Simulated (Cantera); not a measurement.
An isothermal, constant-pressure homogeneous reactor starts with H₂ : O₂ = 0.087 : 1 (molar parts), at 1175 K and 880 Pa.

Cantera simulation using GRI-Mech 3.0 (53 species, 325 reactions); the numbers are that mechanism's predictions, not measurements. Radical loss at walls, strong at low pressure, is not modelled. The temperature is held fixed by assumption; the heat of reaction is taken as removed at once.

x: mole fraction; the columns are a selection and need not sum to one.

```csv
t (s),x H₂,x O₂,x OH,x H,x H₂O
1.00e-6,0.0800,0.920,<1e-12,2.74e-11,<1e-12
4.13e-6,0.0800,0.920,2.96e-12,1.11e-10,<1e-12
1.71e-5,0.0800,0.920,4.56e-11,4.27e-10,4.17e-12
7.06e-5,0.0800,0.920,5.64e-10,1.50e-9,2.27e-10
0.000292,0.0800,0.920,[?],[?],[?]
0.00120,0.0800,0.920,1.34e-6,1.55e-6,3.69e-6
0.00498,0.00251,0.865,0.00514,0.0189,0.0657
0.0206,0.00149,0.877,0.00409,0.0116,0.0718
0.0850,0.000561,0.903,0.00253,0.00244,0.0796
0.351,5.89e-5,0.915,0.000823,8.05e-5,0.0828
1.45,4.32e-6,0.916,0.000225,1.63e-6,0.0832
6.00,[?],0.917,[?],[?],0.0833
```

Some entries are withheld; supply them.


- 0.000292, x OH: 6.51e-9
- 0.000292, x H: 8.54e-9
- 0.000292, x H₂O: 1.03e-8
- 6.00, x H₂: 4.66e-7
- 6.00, x OH: 7.43e-5
- 6.00, x H: 5.87e-8
